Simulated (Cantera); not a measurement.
Charge: 1 mol SiCl4, 1.3 mol Cl2, 0.35 mol H2, equilibrated at 850 °C and 1.00 bar.

Method: chemical equilibrium by Gibbs-energy minimisation in Cantera with the NASA 1993 tables (ideal gas, pure condensed phases). The numbers say what is thermodynamically allowed, not how fast it happens.

```csv
species,before,after
SiCl4,0.377,0.355
Cl2,0.358,0.281
HCl,0.264,0.249
Cl,0.00120,0.115
SiCl3,1.45e-8,0.000325
```
Gas species are given as mole fractions.

Question: What was changed between the two runs?
A) temperature from 850 °C to 1450 °C
B) temperature from 850 °C to 702 °C
C) pressure from 1.00 bar to 7.40 bar
D) H2 from 0.35 to 14 mol

Answer: A, temperature from 850 °C to 1450 °C. The tables' values for SiCl3 are old estimates; treat these amounts as uncertain
